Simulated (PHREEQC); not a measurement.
Solution (25 °C): 0.029 mol KH2PO4, 0.00042 mol NaOH and 7.1e-06 mol H4SiO4 per kg of water. Closed to the air; pH follows from the charge balance.

Computed with PHREEQC (ion-association model, phreeqc.dat).

```csv
quantity,before,after
pH,5.19,5.36
HPO4-2 (mol/kgw),0.000438,4.81e-5
H3PO4 (mol/kgw),2.33e-5,1.73e-6
KHPO4- (mol/kgw),1.30e-5,2.15e-7
NaHPO4- (mol/kgw),1.90e-7,3.11e-9
SI of Quartz (SiO2),-1.16,-2.17
```

Task: Which change was made?
A) NaOH from 0.00042 to 0.00084 mol/kgw
B) H4SiO4 replaced by K2SiO3 at the same molality
C) H4SiO4 from 7.1e-06 to 7.1e-05 mol/kgw
D) diluted 10-fold with water

Result: D, diluted 10-fold with water

No solid was allowed to form.
